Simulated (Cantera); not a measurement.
Input (Python, Cantera):

```python
import numpy as np
import cantera as ct

surf = ct.Interface("ptcombust.yaml", "Pt_surf")
gas = surf.adjacent["gas"]
gas.TPX = 300, 5100, {'H2': 0.037, 'O2': 0.15, 'N2': 0.79}
jet = ct.ImpingingJet(gas=gas, width=0.094, surface=surf)
jet.inlet.mdot, jet.inlet.T, jet.inlet.X = 0.061, 300, {'H2': 0.037, 'O2': 0.15, 'N2': 0.79}
jet.set_refine_criteria(ratio=10, slope=0.2, curve=0.3)
show, cover = ['H2', 'O2', 'H2O', 'OH'], ["PT(S)", "H(S)", "O(S)", "OH(S)", "CO(S)", "C(S)"]

rows = []
print(f"{'Ts/K':>7s}" + "".join(f"{s:>11s}" for s in show + cover) + "   (gas at the wall, coverages)")
for i, Ts in enumerate([700, 750, 800, 850, 900, 950, 1000]):
    jet.surface.T = Ts
    if i == 0:
        surf.TP = Ts, 5100
        surf.coverages = "PT(S):0.5, O(S):0.5"
        surf.advance_coverages(1.0)
        jet.set_initial_guess(products="inlet")
    jet.solve(loglevel=0, auto=(i == 0))
    rows.append([*(jet.X[gas.species_index(s), -1] for s in show), *surf[cover].coverages])
    print(f"{Ts:7g}" + "".join(f"{x:11.3e}" for x in rows[-1]))
```

Result:

```
   Ts/K         H2         O2        H2O         OH      PT(S)       H(S)       O(S)      OH(S)      CO(S)       C(S)   (gas at the wall, coverages)
    700  4.135e-03  1.172e-01  6.541e-02  2.053e-10  6.969e-02  4.248e-09  9.274e-01  2.905e-03 -2.428e-19 -5.018e-31
    750  3.557e-03  1.167e-01  6.616e-02  1.283e-09  8.551e-02  8.759e-09  9.122e-01  2.328e-03  1.621e-18  3.301e-26
    800  2.714e-03  1.159e-01  6.746e-02  5.850e-09  1.193e-01  2.160e-08  8.787e-01  2.046e-03  1.645e-18  6.240e-26
    850  2.013e-03  1.153e-01  6.848e-02  2.153e-08  1.694e-01  5.375e-08  8.288e-01  1.851e-03  1.902e-22  2.998e-26
    900  1.548e-03  1.149e-01  6.908e-02  6.781e-08  2.297e-01  1.215e-07  7.687e-01  1.663e-03  1.303e-19  8.338e-26
    950  1.249e-03  1.146e-01  6.937e-02  1.881e-07  2.954e-01  2.474e-07  7.031e-01  1.474e-03  1.228e-18  2.311e-26
   1000  1.051e-03  1.148e-01  6.916e-02  4.676e-07  3.638e-01  4.608e-07  6.349e-01  1.291e-03  2.878e-23  2.060e-25
```

Detailed kinetics in Cantera: Deutschmann's 1995 Pt surface mechanism with GRI-Mech 3.0 gas chemistry. Catalytic surfaces can have several steady states; this one follows from the mechanism file's or the stated starting coverage.
